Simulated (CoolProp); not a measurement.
A closed Brayton cycle with carbon dioxide: compressor inlet 314.15 K and 8.9 MPa, high pressure 17.7 MPa, turbine inlet 625 K, compressor efficiency 0.85, turbine efficiency 0.9, recuperator effectiveness 0.9 (on enthalpy, no pinch check). Each further row changes one setting.

Values from CoolProp's reference Helmholtz-energy equation of state, Span 1996.

```json
[
 {"case": "as stated", "thermal efficiency (%)": "24.3", "net work (kJ/kg)": "45.5", "compressor to turbine work": "0.32", "compressor exit (K)": "351.3", "turbine exit (K)": "553.6"},
 {"case": "turbine inlet 575 K", "thermal efficiency (%)": "22.1", "net work (kJ/kg)": "38.6", "compressor to turbine work": "0.35", "compressor exit (K)": "351.3", "turbine exit (K)": "506.4"},
 {"case": "compressor inlet 324.15 K", "thermal efficiency (%)": "23.2", "net work (kJ/kg)": "36.3", "compressor to turbine work": "0.46", "compressor exit (K)": "377.3", "turbine exit (K)": "553.6"},
 {"case": "high pressure 15 MPa", "thermal efficiency (%)": "22.0", "net work (kJ/kg)": "36.4", "compressor to turbine work": "0.29", "compressor exit (K)": "342.3", "turbine exit (K)": "570.7"},
 {"case": "recuperator effectiveness 0.5", "thermal efficiency (%)": "15.9", "net work (kJ/kg)": "45.5", "compressor to turbine work": "0.32", "compressor exit (K)": "351.3", "turbine exit (K)": "553.6"}
]
```
